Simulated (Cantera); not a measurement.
**Carbon deposition, reforming and gasification: n-butane + O₂**

Charge: 1 mol n-butane, 0.6 mol O₂, equilibrated at 648.15 K and 0.350 bar.

Method: chemical equilibrium by Gibbs-energy minimisation in Cantera with the NASA 1993 tables (ideal gas, pure condensed phases). Candidate condensed phases: C, C₆H₆, C₇H₈, C₈H₁₈, H₂O; 110 gas species. The numbers say what is thermodynamically allowed, not how fast it happens.

- x(CH₄) = 0.463
- x(H₂O) = 0.287
- x(H₂) = 0.221
- x(CO₂) = 0.0280
- x(CO) = 0.00136
- x(C₂H₆) = 1.61e-6
- n(C(graphite)) = 2.28 mol
- gas amount = 3.487 mol
